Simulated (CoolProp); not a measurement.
Computed with CoolProp (reference Helmholtz-energy equation of state, Lemmon 2006). It is a short technical equation, of lower accuracy than the large ones.

Task: Give the vapour pressure (MPa), vapour density (kg/m³), enthalpy of vaporisation (kJ/kg), liquid cp (kJ/(kg K)) of saturated CH3F (R41) at 216.1, 266.6 K.

Result: 
```
T (K)  p (MPa)  vapour density (kg/m³)  enthalpy of vaporisation (kJ/kg)  liquid cp (kJ/(kg K))
-----  -------  ----------------------  --------------------------------  ---------------------
216.1    0.289                    5.95                               456                   2.12
266.6     1.70                    34.8                               352                   2.51
```
